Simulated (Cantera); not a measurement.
Mixture: CO : H2 : CH4 : O2 : N2 = 1 : 0.44 : 1.4 : 3.2 : 12 (molar parts), at 1.01 bar, adiabatic and at constant pressure. Ignition delay is the time to a rise of 400 K.

Detailed kinetics in Cantera: GRI-Mech 3.0 (53 species, 325 reactions). Below about 1000 K GRI-Mech 3.0 lacks low-temperature oxidation paths. Below about 950 K walls govern HO2 and H2O2 in real vessels.

### Question
What does this change do: CO 1 to 0.37 parts?

### Answer
```
quantity                                                before       after
--------------------------------------------------  ----------  ----------
delay at 850 K                                          1.03 s      1.59 s
delay at 950 K                                         61.3 ms     65.8 ms
delay at 1050 K                                        19.9 ms     19.4 ms
delay at 1150 K                                        7.50 ms     7.26 ms
delay at 1250 K                                        2.87 ms     2.79 ms
apparent activation energy between 1150 and 1250 K  110 kJ/mol  110 kJ/mol
```

### Question
What does this change do: CH4 1.4 to 3.8 parts?

### Answer
| quantity | before | after |
|---|---|---|
| delay at 850 K | 1.03 s | 1.98 s |
| delay at 950 K | 61.3 ms | 0.505 s |
| delay at 1050 K | 19.9 ms | 0.179 s |
| delay at 1150 K | 7.50 ms | 56.5 ms |
| delay at 1250 K | 2.87 ms | 17.4 ms |
| apparent activation energy between 1150 and 1250 K | 110 kJ/mol | 140 kJ/mol |
